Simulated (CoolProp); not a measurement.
Properties of sulfur dioxide along the isobar 33.1 MPa (Tc = 430.6 K, pc = 7.887 MPa, ω = 0.256).

The numbers come from the reference Helmholtz-energy equation of state, Gao 2016 in CoolProp.

```json
[
 {"T (K)": "306.4", "phase": "liquid", "Z": "[?]", "expansivity (1/kK)": "1.661"},
 {"T (K)": "323.2", "phase": "liquid", "Z": "[?]", "expansivity (1/kK)": "1.744"},
 {"T (K)": "340", "phase": "liquid", "Z": "0.5653", "expansivity (1/kK)": "1.845"},
 {"T (K)": "356.8", "phase": "liquid", "Z": "0.5562", "expansivity (1/kK)": "1.966"},
 {"T (K)": "373.7", "phase": "liquid", "Z": "0.5496", "expansivity (1/kK)": "2.111"},
 {"T (K)": "390.5", "phase": "liquid", "Z": "[?]", "expansivity (1/kK)": "2.280"},
 {"T (K)": "407.3", "phase": "liquid", "Z": "0.5445", "expansivity (1/kK)": "2.480"},
 {"T (K)": "424.1", "phase": "liquid", "Z": "0.5462", "expansivity (1/kK)": "2.711"},
 {"T (K)": "440.9", "phase": "supercritical", "Z": "0.5511", "expansivity (1/kK)": "2.975"},
 {"T (K)": "457.7", "phase": "supercritical", "Z": "0.5594", "expansivity (1/kK)": "3.270"},
 {"T (K)": "474.6", "phase": "supercritical", "Z": "0.5717", "expansivity (1/kK)": "3.589"},
 {"T (K)": "491.4", "phase": "supercritical", "Z": "0.5881", "expansivity (1/kK)": "3.906"},
 {"T (K)": "508.2", "phase": "supercritical", "Z": "[?]", "expansivity (1/kK)": "4.188"},
 {"T (K)": "525", "phase": "supercritical", "Z": "0.6333", "expansivity (1/kK)": "4.386"}
]
```

### Question
Some entries are withheld; supply them.

### Answer

- 306.4, Z: 0.5915
- 323.2, Z: 0.5770
- 390.5, Z: 0.5457
- 508.2, Z: 0.6087
